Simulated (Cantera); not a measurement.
Feed: 1 mol MgCO₃, 2.5 mol CO₂, 5.8 mol H₂, equilibrated at 2073.15 K and 0.00540 bar.

Method: chemical equilibrium by Gibbs-energy minimisation in Cantera with the NASA 1993 tables (ideal gas, pure condensed phases). Candidate condensed phases: C, C₆H₆, C₇H₈, C₈H₁₈, H₂O, Mg, MgCO₃, MgO, Mg(OH)₂; 116 gas species. The numbers say what is thermodynamically allowed, not how fast it happens.

Base state: H₂O 0.308, CO 0.303, H₂ 0.293, CO₂ 0.0659, H 0.0194, Mg 0.00733, OH 0.00232, MgOH 0.000173 (mole fractions); condensed: MgO(s).

### Question
What changes in the equilibrium state with this change: temperature from 2073.15 K to 723.15 K?

### Answer
| species | before | after |
|---|---|---|
| H₂ | 0.293 | 0.490 |
| CO₂ | 0.0659 | 0.252 |
| H₂O | 0.308 | 0.131 |
| CO | 0.303 | 0.124 |
| H | 0.0194 | <1e-9 |
| Mg | 0.00733 | <1e-9 |
| CH₄ | <1e-9 | 0.00352 |
| OH | 0.00232 | <1e-9 |
| MgOH | 0.000173 | <1e-9 |
| MgO(s), mol | 0.929 | 1.00 |
